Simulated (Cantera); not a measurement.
Charge: 1 mol Si, 3 mol Cl₂, 7.7 mol H₂, equilibrated at 1548.15 K and 0.133 bar.

Method: chemical equilibrium by Gibbs-energy minimisation in Cantera with the NASA 1993 tables (ideal gas, pure condensed phases). Candidate condensed phases: Si; 19 gas species. The tables' values for SiCl₃ are old estimates; treat these amounts as uncertain. The numbers say what is thermodynamically allowed, not how fast it happens.

Base state: H₂ 0.571, HCl 0.333, SiCl₂ 0.0601, SiCl₃ 0.0179, SiCl₄ 0.0148, SiHCl₃ 0.00311, SiH₂Cl₂ 0.000106, H 6.38e-5 (mole fractions); condensed: gas only.

**Question.** What changes in the equilibrium state with this change: 0.037 mol H₂O added?

**Answer.** 
```csv
species,before,after
H₂,0.571,0.567
HCl,0.333,0.338
SiCl₂,0.0601,0.0572
SiCl₃,0.0179,0.0173
SiCl₄,0.0148,0.0146
SiO,0,0.00265
H₂O,0,1.06e-5
SiH₂Cl₂,0.000106,0.000100
SiHCl₃,0.00311,0.00300
Cl,2.98e-5,3.03e-5
"SiO₂(β-quartz), mol",0,0.00453
```
The tables hold silica as quartz up to 1696 K and as liquid above; real silica turns to tridymite and cristobalite and melts near 1996 K. Further candidate phases: H₂O, SiO₂.
